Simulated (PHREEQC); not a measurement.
# Metal-bearing waste water

Solution (65 °C): 0.0029 mol Al2(SO4)3, 4.3e-05 mol ZnCl2, 7.8e-05 mol HCl and 0.0047 mol Na2SO4 per kg of water. Closed to the air; pH follows from the charge balance.

The numbers come from PHREEQC with the ion-association model, phreeqc.dat.

Each row changes one thing in this solution. Precipitation was switched off in this run.

```
case                                     pH  ionic strength (mol/kgw)  SO4-2 (mol/kgw)  AlSO4+ (mol/kgw)  Al+3 (mol/kgw)  Al(SO4)2- (mol/kgw)  SI of Al(OH)3(a) (Al(OH)3)
-------------------------------------  ----  ------------------------  ---------------  ----------------  --------------  -------------------  --------------------------
as made                                3.72                    0.0257          0.00743           0.00426        0.000638             0.000619                       -1.07
HCl from 7.8e-05 to 0.000156 mol/kgw   3.69                    0.0257          0.00739           0.00428        0.000644             0.000619                       -1.17
Na2SO4 left out                        3.58                    0.0146          0.00363           0.00421        0.000939             0.000340                       -1.23
Na2SO4 from 0.0047 to 0.00235 mol/kgw  3.66                    0.0199          0.00549           0.00427        0.000745             0.000489                       -1.14
temperature from 65 to 55 °C           3.81                    0.0259          0.00749           0.00430        0.000688             0.000614                       -1.28
ZnCl2 from 4.3e-05 to 8.6e-05 mol/kgw  3.72                    0.0258          0.00742           0.00426        0.000640             0.000617                       -1.07
ZnCl2 from 4.3e-05 to 0.00043 mol/kgw  3.72                    0.0264          0.00732           0.00425        0.000657             0.000604                       -1.08
diluted 2-fold with water              3.74                    0.0140          0.00403           0.00208        0.000407             0.000189                       -1.09
```

Complexes and solids missing from the database can't appear. Some of these states are supersaturated (in Gibbsite (slow to form), for instance). Constants without temperature data keep their 25 °C values here.
